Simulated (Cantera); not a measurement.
Charge: 1 mol SiCl₄, 15 mol NH₃, 16 mol N₂.

Method: chemical equilibrium by Gibbs-energy minimisation in Cantera with the NASA 1993 tables (ideal gas, pure condensed phases). Candidate condensed phases: NH₄Cl, Si, Si₃N₄; 28 gas species. The tables' values for SiCl₃ are old estimates. Kinetics and transport are ignored.

What condenses at these points (T in K, P in Pa): (973, 410); (1273, 45); (1473, 5); (1673, 3700); (1673, 1200); (1673, 5)?


```json
[
 {"T (K)": "973", "P in Pa": "410", "condensed phases": "Si₃N₄", "Si condensed (%)": "99.9"},
 {"T (K)": "1273", "P in Pa": "45", "condensed phases": "Si₃N₄", "Si condensed (%)": "97.8"},
 {"T (K)": "1473", "P in Pa": "5", "condensed phases": "Si", "Si condensed (%)": "17.3"},
 {"T (K)": "1673", "P in Pa": "3700", "condensed phases": "Si₃N₄", "Si condensed (%)": "70.2"},
 {"T (K)": "1673", "P in Pa": "1200", "condensed phases": "Si₃N₄", "Si condensed (%)": "51.2"},
 {"T (K)": "1673", "P in Pa": "5", "condensed phases": "gas only", "Si condensed (%)": "0.0"}
]
```
